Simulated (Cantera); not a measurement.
Input: 1 mol Fe2O3, 0.57 mol O2, 6.8 mol CO2, equilibrated at 0.0790 bar.

These are equilibrium values from Cantera (NASA tables, ideal gas, pure condensed phases), not measurements of a reactor. Candidate condensed phases: C, Fe, Fe(CO)5, FeO, Fe2O3, Fe3O4; 15 gas species. Equilibrium is a limit: real reactors are often held back by kinetics, nucleation or transport.

x: gas mole fraction; n: condensed amount in mol.

| T (°C) | x CO2 | x O2 | x CO | x O | x FeO | n Fe2O3(s) | n Fe3O4(s) |
|---|---|---|---|---|---|---|---|
| 875 | 0.923 | 0.0773 | [?] | 7.85e-9 | <1e-12 | 1.00 | 0 |
| 925 | 0.923 | 0.0773 | [?] | 2.38e-8 | <1e-12 | 1.00 | 0 |
| 975 | 0.923 | 0.0773 | [?] | 6.59e-8 | <1e-12 | 1.00 | 0 |
| 1025 | 0.923 | 0.0773 | [?] | 1.69e-7 | <1e-12 | 1.00 | 0 |
| 1075 | 0.923 | 0.0773 | [?] | 4.04e-7 | 1.10e-12 | 1.00 | 0 |
| 1125 | 0.923 | 0.0773 | [?] | 9.08e-7 | 8.34e-12 | 1.00 | 0 |
| 1175 | 0.923 | 0.0774 | [?] | 1.93e-6 | 5.46e-11 | 1.00 | 0 |
| 1225 | 0.923 | 0.0774 | [?] | 3.90e-6 | 3.14e-10 | 1.00 | 0 |
| 1275 | 0.902 | 0.0978 | [?] | 8.49e-6 | 1.42e-9 | 0 | 0.667 |
| 1325 | 0.902 | 0.0978 | [?] | 1.58e-5 | 5.97e-9 | 0 | 0.667 |
| 1375 | 0.902 | 0.0979 | [?] | 2.82e-5 | 2.29e-8 | 0 | 0.667 |

Fill in the missing entries.


- 875, x CO: 5.73e-8
- 925, x CO: 1.96e-7
- 975, x CO: 6.10e-7
- 1025, x CO: 1.73e-6
- 1075, x CO: 4.56e-6
- 1125, x CO: 1.12e-5
- 1175, x CO: 2.58e-5
- 1225, x CO: 5.61e-5
- 1275, x CO: 0.000101
- 1325, x CO: 0.000199
- 1375, x CO: 0.000377
